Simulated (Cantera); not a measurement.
**Equilibrium for carbon deposition, reforming and gasification: CO + O₂ + H₂S**

A closed system holds: 1 mol CO, 0.016 mol O₂, 0.18 mol H₂S, held at 7900000 Pa.

Method: chemical equilibrium by Gibbs-energy minimisation in Cantera with the NASA 1993 tables (ideal gas, pure condensed phases). Candidate condensed phases: C, C₆H₆, C₇H₈, C₈H₁₈, H₂O, H₂SO₄, S; 123 gas species. The ideal-gas law is rough above about 30 bar. Gases not in the tables: S₃ to S₇. Rates play no part.

```
T (K)  log p CO  log p CO₂  log p H₂S  log p H₂  log p COS  log p S₂  log p H₂O  log p SH  log p CS₂  n C(graphite)
-----  --------  ---------  ---------  --------  ---------  --------  ---------  --------  ---------  -------------
675       -1.17       1.75       1.27     -1.59       0.25     -3.02       0.25     -7.27      -1.88          0.483
875        0.35       1.73       1.22     -0.46       0.54     -2.24       0.49     -4.99      -1.27          0.472
1075       1.23       1.59       1.12      0.18       0.67     -1.73       0.51     -3.59      -0.88          0.390
1275       1.66       1.17       0.96      0.50       0.63     -1.30       0.22     -2.65      -0.53          0.171
1475       1.78       0.47       0.85      0.64       0.50     -0.82      -0.26     -1.92      -0.10        0.00758
1675       1.78       0.36       0.81      0.69       0.44     -0.22      -0.21     -1.29      -0.11              0
1875       1.79       0.29       0.74      0.74       0.34      0.15      -0.14     -0.83      -0.24              0
2075       1.79       0.22       0.65      0.79       0.21      0.35      -0.09     -0.51      -0.42              0
2275       1.79       0.15       0.55      0.84       0.08      0.46      -0.06     -0.27      -0.62              0
2475       1.79       0.10       0.44      0.87      -0.04      0.51      -0.04     -0.09      -0.82              0
2675       1.79       0.05       0.33      0.89      -0.16      0.54      -0.03      0.05      -1.00              0
```
log p: log10 of the partial pressure in bar; n: condensed amount in mol.

From 675 K to 1475 K the condensed part is C(graphite). From 1675 K to 2675 K nothing is condensed. The main C-bearing gas is CO₂ at 675 K and CO at 2675 K.
